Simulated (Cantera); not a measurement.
Input: 1 mol Si, 8.4 mol HCl, 0.37 mol N2, at 1.00 bar.

Equilibrium computed with Cantera from the NASA thermochemical tables; the gas is ideal and each condensed phase is pure. Candidate condensed phases: NH4Cl, Si, Si3N4; 28 gas species. The tables' values for SiCl3 are old estimates; treat these amounts as uncertain. Equilibrium is a limit: real reactors are often held back by kinetics, nucleation or transport. All values below are at 1100 °C.

Base state: HCl 0.573, H2 0.251, SiCl4 0.121, N2 0.0475, SiCl3 0.00374, SiHCl3 0.00335, SiCl2 0.000536, SiH2Cl2 1.37e-5 (mole fractions); condensed: gas only.

### Question
What changes in the equilibrium state with this change: HCl from 8.4 to 10 mol?

### Answer
```csv
species,before,after
HCl,0.573,0.645
H2,0.251,0.209
SiCl4,0.121,0.102
N2,0.0475,0.0394
SiH2Cl2,1.37e-5,6.35e-6
SiCl2,0.000536,0.000297
SiHCl3,0.00335,0.00209
SiCl3,0.00374,0.00256
```
